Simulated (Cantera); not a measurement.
Input: 1 mol Cu, 2.1 mol NH3, 25 mol H2, equilibrated at 1.20 mbar.

Method: chemical equilibrium by Gibbs-energy minimisation in Cantera with the NASA 1993 tables (ideal gas, pure condensed phases). Candidate condensed phases: Cu; 11 gas species. Equilibrium is a limit: real reactors are often held back by kinetics, nucleation or transport.

Task: Which condensed phases are stable at each of these points (T (K)): 1373, 1423, 1473, 1523, 1573, 1623, 1673, 1723, 1773?

Result: 
```json
[
 {"T (K)": "1373", "condensed phases": "Cu(l)", "Cu condensed (%)": "98.1"},
 {"T (K)": "1423", "condensed phases": "Cu(l)", "Cu condensed (%)": "94.9"},
 {"T (K)": "1473", "condensed phases": "Cu(l)", "Cu condensed (%)": "87.3"},
 {"T (K)": "1523", "condensed phases": "Cu(l)", "Cu condensed (%)": "70.4"},
 {"T (K)": "1573", "condensed phases": "Cu(l)", "Cu condensed (%)": "33.9"},
 {"T (K)": "1623", "condensed phases": "gas only", "Cu condensed (%)": "0.0"},
 {"T (K)": "1673", "condensed phases": "gas only", "Cu condensed (%)": "0.0"},
 {"T (K)": "1723", "condensed phases": "gas only", "Cu condensed (%)": "0.0"},
 {"T (K)": "1773", "condensed phases": "gas only", "Cu condensed (%)": "0.0"}
]
```

From 1373 K to 1573 K the condensed part is Cu(l). From 1623 K to 1773 K nothing is condensed.
